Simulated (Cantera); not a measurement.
## Thermodynamics of chemical vapour transport, feed PbO + H₂O + N₂

Feed: 1 mol PbO, 0.76 mol H₂O, 3.3 mol N₂, held at 0.110 bar.

Equilibrium computed with Cantera from the NASA thermochemical tables; the gas is ideal and each condensed phase is pure. Candidate condensed phases: H₂O, Pb, PbO, PbO₂, Pb₃O₄; 27 gas species. Gases not in the tables: (PbO)n polymers. The numbers say what is thermodynamically allowed, not how fast it happens.

| T (°C) | x N₂ | x H₂O | x PbO | x Pb | x O₂ | n PbO(yellow) | n PbO(l) |
|---|---|---|---|---|---|---|---|
| 500 | 0.813 | 0.187 | 1.46e-10 | 1.06e-11 | 2.41e-10 | 1.00 | 0 |
| 600 | 0.813 | 0.187 | 2.14e-8 | 3.08e-9 | 5.40e-9 | 1.00 | 0 |
| 700 | 0.813 | 0.187 | 1.10e-6 | 1.98e-7 | 1.20e-7 | 1.000 | 0 |
| 800 | 0.813 | 0.187 | 2.64e-5 | 4.63e-6 | 2.31e-6 | 1.000 | 0 |
| 900 | 0.812 | 0.187 | 0.000351 | 5.84e-5 | 2.85e-5 | 0 | 0.998 |
| 1000 | 0.810 | 0.187 | 0.00254 | 0.000430 | 0.000210 | 0 | 0.988 |
| 1100 | 0.799 | 0.184 | 0.0135 | 0.00234 | 0.00114 | 0 | 0.934 |
| 1200 | 0.755 | 0.174 | 0.0565 | 0.00999 | 0.00491 | 0 | 0.709 |
| 1300 | 0.642 | 0.148 | 0.163 | 0.0314 | 0.0154 | 0 | 0 |
| 1400 | 0.637 | 0.147 | 0.150 | 0.0437 | 0.0214 | 0 | 0 |
| 1500 | 0.633 | 0.145 | 0.134 | 0.0575 | 0.0280 | 0 | 0 |
x: gas mole fraction; n: condensed amount in mol.

From 500 °C to 800 °C the condensed part is PbO(yellow). From 900 °C to 1200 °C the condensed part is PbO(l). From 1300 °C to 1500 °C nothing is condensed.
